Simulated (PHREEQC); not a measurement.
Synthetic water in mmol/kgw, 75 °C, pH 2.55, pe 9.6: Na 3.13; K 5.55; Ca 2.83; Mg 3.38; Cl 5.59; S(6) 10.2; Pb 0.34.

Valence states are taken as typed.

Model: ion-association model, phreeqc.dat, run in PHREEQC.

This is a speciation only: nothing precipitates in the calculation.

Predict the ionic strength, specific conductance.

ionic strength 0.0279 mol/kgw; specific conductance 7000 µS/cm.

In which forms is Ca present?

Ca+2 76 %, CaSO4 23 %, CaHSO4+ 1.3 % of the Ca.

The solution is supersaturated, for example in Anglesite, so a real one may precipitate; this is no full list. Away from 25 °C the constants follow the database's enthalpies or fits; those with neither stay at their 25 °C values.
